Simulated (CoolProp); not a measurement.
Model: reference Helmholtz-energy equation of state, Akasaka 2023, in CoolProp.

Problem. Give the vapour pressure (bar), liquid density (kg/m³), vapour density (kg/m³), enthalpy of vaporisation (kJ/kg) of saturated R1224YDZ at 14.15, 33.55 °C.

Solution. 
```json
[
 {"T (°C)": "14.15", "p (bar)": "0.986", "liquid density (kg/m³)": "1390", "vapour density (kg/m³)": "6.44", "enthalpy of vaporisation (kJ/kg)": "170"},
 {"T (°C)": "33.55", "p (bar)": "1.98", "liquid density (kg/m³)": "1340", "vapour density (kg/m³)": "12.5", "enthalpy of vaporisation (kJ/kg)": "160"}
]
```
